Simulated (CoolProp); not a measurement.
Saturation properties of methanol.

Values from CoolProp's reference Helmholtz-energy equation of state, de Reuck 1993.

```
T (K)  p (kPa)  liquid cp (kJ/(kg K))  surface tension (mN/m)  liquid conductivity (mW/(m K))
-----  -------  ---------------------  ----------------------  ------------------------------
377.2    401.2                  3.213                    15.2                             185
389.4      [?]                  3.356                    14.0                             [?]
401.6    807.8                  3.513                    12.8                             180
413.7     1105                  3.687                    11.5                             178
425.9      [?]                  3.887                     [?]                             [?]
438       1962                  4.122                    8.74                             173
450.2     2554                  4.412                    7.29                             171
462.3     3268                  4.790                    5.82                             [?]
```

Task: What belongs in the gaps?

Result: 
- 389.4, p (kPa): 576.2
- 389.4, liquid conductivity (mW/(m K)): 183
- 425.9, p (kPa): 1487
- 425.9, surface tension (mN/m): 10.1
- 425.9, liquid conductivity (mW/(m K)): 176
- 462.3, liquid conductivity (mW/(m K)): 169

It boils at 337.6 K under 1 atm.

Thermal conductivity comes from a separate model (Sykioti 2013). Surface tension comes from a separate correlation (Mulero 2012).
